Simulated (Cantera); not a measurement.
Feed: 1 mol CHF3, 2.2 mol F2, 4 mol H2, held at 1800 °C and 750 Torr.

Cantera equilibrium calculation (NASA polynomials, part measured and part estimated; ideal gas, pure solids and liquids). Candidate condensed phases: C, C6H6, C7H8, C8H18; 95 gas species. The numbers say what is thermodynamically allowed, not how fast it happens.

Q: What is the equilibrium state?

A: 
| Property | Value |
|---|---|
| x(HF) | 0.902 |
| x(H2) | 0.0970 |
| x(H) | 0.000820 |
| x(C2H2 (acetylene)) | 0.000119 |
| x(H2F2) | 6.05e-6 |
| x(F) | 4.18e-6 |
| x(CH4) | 3.31e-6 |
| n(C(graphite)) | 0.998 mol |
| gas amount | 8.203 mol |
